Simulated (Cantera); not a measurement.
**B + HCl + H₂ (chemical vapour transport)**

Charge: 1 mol B, 2.2 mol HCl, 0.33 mol H₂, held at 800 °C and 300 Torr.

Equilibrium computed with Cantera from the NASA thermochemical tables; the gas is ideal and each condensed phase is pure. Candidate condensed phases: B; 13 gas species. Gases not in the tables: BHCl₂. Equilibrium is a limit: real reactors are often held back by kinetics, nucleation or transport.

```
Property        Value
----------  ---------
x(H₂)           0.593
x(BCl₃)         0.296
x(HCl)          0.111
x(BCl₂)       3.83e-6
n(B(s))     0.348 mol
gas amount  2.204 mol
```
